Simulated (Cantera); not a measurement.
Cantera with NASA thermochemical tables; ideal gases at 1 bar, condensed phases pure. Values are per mole of reaction as written; species without (g) are pure solids or liquids, kept so even where they would boil at 1 bar.

a) Cu + F₂(g) ⇌ CuF₂(g)
b) Cu + F₂(g) ⇌ CuF₂
c) C + F₂(g) ⇌ CF₂(g)
d) 0.5 C + F₂(g) ⇌ 0.5 CF₄(g)

Order these by ΔG° at 1825 K, most negative first.

d (-328 kJ), b (-315 kJ), a (-305 kJ), c (-236 kJ)
